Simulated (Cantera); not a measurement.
An isothermal, constant-pressure homogeneous reactor starts with 20.6 % NO, 78.1 % N₂, 1.32 % H₂O, at 1725 K and 368 Torr.

Detailed kinetics in Cantera: GRI-Mech 3.0 (53 species, 325 reactions).

Predict: x(NO) at 100 s; x(O) at 100 s; x(N₂O) at 100 s; x(NO₂) at 100 s; x(O₂) at 100 s.


```
Item                                               Value
---------------  ---------------------------------------
x(NO) at 100 s    0.0412 (gas-phase equilibrium 0.00236)
x(O) at 100 s    2.40e-5 (gas-phase equilibrium 2.66e-5)
x(N₂O) at 100 s  6.77e-7 (gas-phase equilibrium 1.02e-7)
x(NO₂) at 100 s  5.32e-5 (gas-phase equilibrium 3.38e-6)
x(O₂) at 100 s      0.0821 (gas-phase equilibrium 0.102)
```
